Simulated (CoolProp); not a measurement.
Values from CoolProp's reference Helmholtz-energy equation of state, Lemmon 2006. It is a short technical equation, of lower accuracy than the large ones.

Task: For neopentane, give the phase and the density (kg/m³) at 453.3 K and 0.271 MPa.

Result: 
- 453.3 K and 0.271 MPa: gas; density 5.32
